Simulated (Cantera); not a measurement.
Charge: 1 mol Si₃N₄, 1.3 mol H₂, 0.68 mol N₂, held at 0.0220 bar.

Method: chemical equilibrium by Gibbs-energy minimisation in Cantera with the NASA 1993 tables (ideal gas, pure condensed phases). Candidate condensed phases: Si, Si₃N₄; 18 gas species. The numbers say what is thermodynamically allowed, not how fast it happens.

Problem. At 1252 °C, list the 3 most abundant gas species with their mole fractions, and the condensed phases.

Solution. H₂ 0.656, N₂ 0.343, H 0.000129. Condensed: Si₃N₄(s).
